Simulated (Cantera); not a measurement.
What does this Cantera script print?

```python
import numpy as np
import cantera as ct

surf = ct.Interface("ptcombust.yaml", "Pt_surf")
gas = surf.adjacent["gas"]
gas.TPX = 300, 48000, {'H2': 0.011, 'O2': 0.064, 'N2': 0.79}
jet = ct.ImpingingJet(gas=gas, width=0.025, surface=surf)
jet.inlet.mdot, jet.inlet.T, jet.inlet.X = 0.065, 300, {'H2': 0.011, 'O2': 0.064, 'N2': 0.79}
jet.set_refine_criteria(ratio=10, slope=0.2, curve=0.3)
show, cover = ['H2', 'O2', 'H2O', 'OH'], ["PT(S)", "H(S)", "O(S)", "OH(S)", "CO(S)", "C(S)"]

rows = []
print(f"{'Ts/K':>7s}" + "".join(f"{s:>11s}" for s in show + cover) + "   (gas at the wall, coverages)")
for i, Ts in enumerate([600, 650, 700, 750, 800, 850, 900]):
    jet.surface.T = Ts
    if i == 0:
        surf.TP = Ts, 48000
        surf.coverages = "PT(S):0.5, O(S):0.5"
        surf.advance_coverages(1.0)
        jet.set_initial_guess(products="inlet")
    jet.solve(loglevel=0, auto=(i == 0))
    rows.append([*(jet.X[gas.species_index(s), -1] for s in show), *surf[cover].coverages])
    print(f"{Ts:7g}" + "".join(f"{x:11.3e}" for x in rows[-1]))
```

Output:

```
   Ts/K         H2         O2        H2O         OH      PT(S)       H(S)       O(S)      OH(S)      CO(S)       C(S)   (gas at the wall, coverages)
    600  8.495e-04  6.135e-02  2.293e-02  5.847e-13  2.279e-02  8.082e-10  9.704e-01  6.769e-03 -2.652e-18 -4.729e-34
    650  8.370e-04  6.137e-02  2.280e-02  7.509e-12  2.422e-02  1.152e-09  9.712e-01  4.567e-03  4.163e-23 -1.612e-26
    700  7.649e-04  6.133e-02  2.279e-02  6.464e-11  2.783e-02  1.999e-09  9.688e-01  3.388e-03  6.424e-18 -2.880e-31
    750  5.716e-04  6.115e-02  2.304e-02  3.795e-10  3.920e-02  4.811e-09  9.579e-01  2.902e-03  1.103e-21  1.003e-26
    800  3.747e-04  6.097e-02  2.329e-02  1.609e-09  6.373e-02  1.466e-08  9.335e-01  2.763e-03  1.883e-18  5.909e-27
    850  2.472e-04  6.086e-02  2.342e-02  5.571e-09  1.014e-01  4.274e-08  8.959e-01  2.661e-03  6.254e-17  3.323e-25
    900  1.725e-04  6.081e-02  2.346e-02  1.706e-08  1.495e-01  1.081e-07  8.480e-01  2.509e-03  2.842e-18  1.161e-24
```

Computed with Cantera and Deutschmann's 1995 Pt surface mechanism with GRI-Mech 3.0 gas chemistry. Catalytic surfaces can have several steady states; this one follows from the mechanism file's or the stated starting coverage.
